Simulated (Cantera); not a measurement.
An isothermal, constant-pressure homogeneous reactor starts with 0.675 % H2, 39.7 % O2, 59.6 % N2, equivalence ratio 0.0085, at 1398 K and 1400 Pa.

Model: the H2/O2 subset of GRI-Mech 3.0, which has no nitrogen chemistry, integrated in Cantera. Radical loss at walls, strong at low pressure, is not modelled.

x: mole fraction; the columns are a selection and need not sum to one.

| t (s) | x H2 | x O2 | x H | x H2O2 | x HO2 |
|---|---|---|---|---|---|
| 2.00e-6 | 0.00675 | 0.397 | 1.25e-10 | <1e-12 | 1.28e-10 |
| 1.26e-5 | 0.00675 | 0.397 | 7.10e-10 | <1e-12 | 8.08e-10 |
| 7.95e-5 | 0.00675 | 0.397 | 2.66e-9 | <1e-12 | 5.10e-9 |
| 0.000501 | 0.00675 | 0.397 | 9.60e-9 | 1.79e-11 | 3.21e-8 |
| 0.00316 | 0.00672 | 0.397 | 2.92e-6 | 3.85e-10 | 2.11e-7 |
| 0.0199 | ___ | 0.391 | ___ | 6.52e-9 | ___ |
| 0.126 | 3.59e-5 | 0.392 | 0.000232 | 6.16e-9 | 2.61e-7 |
| 0.793 | 1.54e-5 | 0.394 | 6.28e-5 | 4.33e-9 | 1.67e-7 |
| 5.00 | 1.54e-6 | 0.395 | 1.92e-6 | 1.08e-9 | 3.82e-8 |

Question: Complete the blanks.

Answer: 
- 0.0199, x H2: 4.25e-5
- 0.0199, x H: 0.000302
- 0.0199, x HO2: 2.84e-7
